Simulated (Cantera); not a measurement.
Cantera with NASA thermochemical tables; ideal gases at 1 bar, condensed phases pure. Values are per mole of reaction as written; species without (g) are pure solids or liquids, kept so even where they would boil at 1 bar.

Question: Between 300 and 548 K, where is each reaction favourable under standard conditions?
- 4 TiCl4(g) + C = CCl4(g) + 4 TiCl3(g)
- TiCl4(g) = TiCl3(g) + Cl(g)
- TiCl4 = Ti + 4 Cl(g)

Answer: 
- 4 TiCl4(g) + C = CCl4(g) + 4 TiCl3(g): ΔG° is 754 kJ at 300 K and 717 kJ at 548 K; it stays positive (K < 1). ΔH° is 798 kJ and ΔS° 147 J/K at 548 K.
- TiCl4(g) = TiCl3(g) + Cl(g): ΔG° is 307 kJ at 300 K and 275 kJ at 548 K; it stays positive (K < 1). ΔH° is 345 kJ and ΔS° 127 J/K at 548 K.
- TiCl4 = Ti + 4 Cl(g): ΔG° is 1158 kJ at 300 K and 1051 kJ at 548 K; it stays positive (K < 1). ΔH° is 1282 kJ and ΔS° 421 J/K at 548 K.
